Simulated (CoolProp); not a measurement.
Properties of C3F8 (R218) along the isobar 141 bar.

The numbers come from the reference Helmholtz-energy equation of state, Lemmon 2006 in CoolProp. It is a short technical equation, of lower accuracy than the large ones.

| T (K) | phase | Joule-Thomson coefficient (K/MPa) | Prandtl number | fugacity coefficient |
|---|---|---|---|---|
| 303.4 | liquid | -0.1552 | 4.68 | 0.1153 |
| 318.5 | liquid | -0.09175 | 4.30 | 0.1550 |
| 333.7 | liquid | ? | 3.96 | 0.2005 |
| 348.9 | supercritical | ? | 3.64 | 0.2505 |
| 364.1 | supercritical | ? | 3.35 | 0.3038 |
| 379.3 | supercritical | 0.2878 | 3.06 | 0.3591 |
| 394.5 | supercritical | 0.4131 | ? | 0.4150 |
| 409.6 | supercritical | ? | ? | 0.4699 |
| 424.8 | supercritical | 0.6685 | 2.26 | 0.5237 |
| 440 | supercritical | 0.7811 | ? | 0.5750 |

Task: Complete the blanks.

Result: 
- 333.7, Joule-Thomson coefficient (K/MPa): -0.01665
- 348.9, Joule-Thomson coefficient (K/MPa): 0.07130
- 364.1, Joule-Thomson coefficient (K/MPa): 0.1730
- 394.5, Prandtl number: 2.78
- 409.6, Joule-Thomson coefficient (K/MPa): 0.5422
- 409.6, Prandtl number: 2.51
- 440, Prandtl number: 2.04

Viscosity comes from a separate model (Huber 2003), an estimate that may be off by 10 % or more. Thermal conductivity comes from a separate model (Huber 2003), an estimate that may be off by 10 % or more.
